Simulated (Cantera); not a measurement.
Feed: 1 mol MgCO₃, 0.012 mol CO₂, 0.0084 mol C, equilibrated at 13.3 mbar.

Cantera equilibrium calculation (NASA polynomials, part measured and part estimated; ideal gas, pure solids and liquids). Candidate condensed phases: C, Mg, MgCO₃, MgO; 15 gas species. The numbers say what is thermodynamically allowed, not how fast it happens.

Task: At 2098 K, list the 5 most abundant gas species with their mole fractions, and the condensed phases.

Result: CO₂ 0.852, CO 0.103, O₂ 0.0425, O 0.00245, Mg 0.000106. Condensed: MgO(s).
